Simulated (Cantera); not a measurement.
A perfectly stirred reactor is fed with CH4 : CO2 : H2 = 1 : 2.1 : 0.53 (molar parts), at 620000 Pa; it is held at 1850 K, and followed from long to short residence time.

Cantera simulation using GRI-Mech 3.0 (53 species, 325 reactions); the numbers are that mechanism's predictions, not measurements.

Problem. Predict: x(CH4) at τ = 3.40 s; x(CO2) at τ = 3.40 s; x(H2) at τ = 3.40 s; x(CO) at τ = 3.40 s; x(CH4) at τ = 11.0 ms; x(CO2) at τ = 11.0 ms; x(H2) at τ = 11.0 ms; x(CO) at τ = 11.0 ms.

Solution. 
```
Quantity                 Value
---------------------  -------
x(CH4) at τ = 3.40 s   0.00231
x(CO2) at τ = 3.40 s    0.0575
x(H2) at τ = 3.40 s      0.304
x(CO) at τ = 3.40 s      0.493
x(CH4) at τ = 11.0 ms   0.0388
x(CO2) at τ = 11.0 ms    0.160
x(H2) at τ = 11.0 ms     0.179
x(CO) at τ = 11.0 ms     0.346
```
